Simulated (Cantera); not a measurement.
A Cantera script and its output.

```python
import numpy as np
import cantera as ct

gas = ct.Solution("gri30.yaml")
gas.TPX = 1875, 500000, {'CH4': 1, 'H2O': 4, 'H2': 0.34}
reactor = ct.IdealGasConstPressureReactor(gas, energy="off", clone=False)
net = ct.ReactorNet([reactor])
net.rtol, net.atol = 1e-08, 1e-18
show = ['CH4', 'H2O', 'H2', 'C2H2', 'H2O2', 'O']
times = np.geomspace(0.0002, 7, 9)

steps = ct.SolutionArray(gas, extra=["t"])
rows = []
print(f"{'t/s':>10s}{'T/K':>9s}{'P/Pa':>11s}" + "".join(f"{s:>11s}" for s in show))
for t in times:
    while net.time < t:
        t_next = net.step()
        steps.append(gas.state, t=t_next)
    rows.append([np.interp(t, steps.t, y) for y in (steps.T, steps.P, *steps(*show).X.T)])
    print(f"{t:10.3e}{rows[-1][0]:9.1f}{rows[-1][1]:11.4g}" + "".join(f"{x:11.3e}" for x in rows[-1][2:]))
rate = np.gradient(steps.T, steps.t)
print("integrator steps:", len(steps.t))
if steps.T.max() > steps.T[0] + 200:
    print(f"time of steepest temperature rise: {steps.t[rate.argmax()]:.4e} s")
gas.TPX = 1875, 500000, {'CH4': 1, 'H2O': 4, 'H2': 0.34}
gas.equilibrate("TP")
print(f"equilibrium (TP): T = {gas.T:.1f} K  " + "  ".join(f"{s} {gas[s].X[0]:.3e}" for s in show))
```

It prints:

```
       t/s      T/K       P/Pa        CH4        H2O         H2       C2H2       H2O2          O
 2.000e-04   1875.0      5e+05  1.102e-01  6.970e-01  1.575e-01  2.602e-02  2.637e-10  9.450e-09
 7.397e-04   1875.0      5e+05  5.839e-02  6.469e-01  2.346e-01  4.525e-02  1.981e-10  6.155e-09
 2.736e-03   1875.0      5e+05  2.834e-02  5.813e-01  3.077e-01  4.457e-02  1.426e-10  5.110e-09
 1.012e-02   1875.0      5e+05  1.779e-02  4.906e-01  3.855e-01  2.334e-02  8.123e-11  4.642e-09
 3.742e-02   1875.0      5e+05  7.430e-03  4.114e-01  4.531e-01  3.918e-03  4.721e-11  4.345e-09
 1.384e-01   1875.0      5e+05  4.155e-04  3.870e-01  4.764e-01  1.327e-05  3.932e-11  4.114e-09
 5.118e-01   1875.0      5e+05  9.089e-08  3.862e-01  4.773e-01  2.840e-12  3.961e-11  4.154e-09
 1.893e+00   1875.0      5e+05  8.496e-08  3.862e-01  4.773e-01  2.568e-12  3.962e-11  4.154e-09
 7.000e+00   1875.0      5e+05  8.496e-08  3.862e-01  4.773e-01  2.568e-12  3.962e-11  4.154e-09
integrator steps: 2057
equilibrium (TP): T = 1875.0 K  CH4 9.511e-08  H2O 3.862e-01  H2 4.773e-01  C2H2 2.907e-12  H2O2 3.962e-11  O 4.154e-09
```

Detailed kinetics in Cantera: GRI-Mech 3.0 (53 species, 325 reactions).
